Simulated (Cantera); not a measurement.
**Pyrogenic steam for wet oxidation**

A perfectly stirred reactor is fed with 9.52 % H2, 1.59 % O2, 88.9 % N2, equivalence ratio 3.0, at 0.133 bar; it is held at 998 K, and followed from long to short residence time.

Computed with Cantera and the H2/O2 subset of GRI-Mech 3.0, which has no nitrogen chemistry. Radical loss at walls, strong at low pressure, is not modelled.

| τ (s) | x H2 | x O2 | x H2O2 | x OH | x H2O |
|---|---|---|---|---|---|
| 27 | 0.0644 | 1.83e-5 | 1.27e-11 | 4.07e-7 | 0.0322 |
| 8.3 | 0.0642 | 3.31e-5 | 1.54e-11 | 7.43e-7 | 0.0322 |
| 2.6 | 0.0640 | 5.97e-5 | 2.06e-11 | 1.36e-6 | 0.0321 |
| 0.80 | 0.0636 | 0.000110 | 3.14e-11 | 2.54e-6 | 0.0320 |
| 0.25 | 0.0630 | 0.000203 | 5.52e-11 | 4.83e-6 | 0.0318 |
| 0.077 | 0.0621 | 0.000388 | 1.17e-10 | 9.64e-6 | 0.0314 |
| 0.024 | 0.0611 | 0.000774 | 3.00e-10 | 2.01e-5 | 0.0305 |
| 0.0075 | 0.0608 | 0.00168 | 9.44e-10 | 4.32e-5 | 0.0285 |
x: mole fraction; the columns are a selection and need not sum to one.
